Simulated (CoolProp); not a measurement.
Model: reference Helmholtz-energy equation of state, Schmidt 1985, in CoolProp.

Give the vapour pressure (MPa), liquid cp (kJ/(kg K)), vapour Z, surface tension (mN/m) of saturated oxygen at 137.6, 143.6, 145.6 K.


```json
[
 {"T (K)": "137.6", "p (MPa)": "2.51", "liquid cp (kJ/(kg K))": "2.50", "vapour Z": "0.684", "surface tension (mN/m)": "2.57"},
 {"T (K)": "143.6", "p (MPa)": "3.25", "liquid cp (kJ/(kg K))": "3.12", "vapour Z": "0.611", "surface tension (mN/m)": "1.51"},
 {"T (K)": "145.6", "p (MPa)": "3.53", "liquid cp (kJ/(kg K))": "3.50", "vapour Z": "0.582", "surface tension (mN/m)": "1.18"}
]
```

Surface tension comes from a separate correlation (Mulero 2012).
